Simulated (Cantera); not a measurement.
Hydrocarbon pyrolysis for carbon deposition

An isothermal, constant-pressure homogeneous reactor starts with C3H8 : H2 = 1 : 6.7 (molar parts), at 1275 K and 20.0 Torr.

Detailed kinetics in Cantera: GRI-Mech 3.0 (53 species, 325 reactions). GRI-Mech 3.0 was tuned for natural gas; its chemistry of propane as a main component is partial and can be far from experiment. GRI-Mech 3.0 stops at C3 and has no aromatics, soot or wall deposition, so with more carbon than oxygen in the feed, carbon stays in small species such as C2H2 where larger ones or solid carbon would form. Radical loss at walls, strong at low pressure, is not modelled.

```
t (s)       x C3H8   x H2    x C2H6       x H    x C2H4    x C2H2     x CH3
--------  --------  -----  --------  --------  --------  --------  --------
1.00e-5      0.130  0.870   2.35e-7   9.57e-7   1.37e-6    <1e-12   1.37e-5
2.93e-5      0.130  0.870   1.83e-6   3.74e-6   1.62e-5  8.00e-12   4.38e-5
8.58e-5      0.130  0.870   1.21e-5   1.14e-5  0.000149  9.71e-10  0.000158
0.000251     0.128  0.869   6.18e-5   3.15e-5   0.00113   8.87e-8  0.000558
0.000737     0.121  0.863  0.000325   7.86e-5   0.00774   5.62e-6   0.00146
0.00216     0.0869  0.838   0.00162  0.000127    0.0370  0.000176   0.00188
0.00632     0.0270  0.793   0.00262  0.000151    0.0880   0.00201   0.00106
0.0185     0.00185  0.775   0.00108   7.70e-5     0.104   0.00820  0.000244
0.0543    0.000100  0.775  0.000410   2.32e-5    0.0995    0.0143   6.54e-5
0.159      2.83e-6  0.776  0.000191   9.42e-6    0.0934    0.0200   2.61e-5
0.466      1.05e-7  0.778  0.000108   6.55e-6    0.0839    0.0285   1.80e-5
1.37       6.79e-8  0.781   7.83e-5   5.96e-6    0.0649    0.0454   1.61e-5
4.00       3.03e-8  0.787   4.35e-5   5.20e-6    0.0349    0.0722   1.36e-5
```
x: mole fraction; the columns are a selection and need not sum to one.

Equilibrium at this temperature and pressure: C3H8 4.69e-9, H2 0.801, C2H6 1.19e-5, H 4.07e-6, C2H4 0.00857, C2H2 0.101, CH3 8.87e-6 (gas phase only).
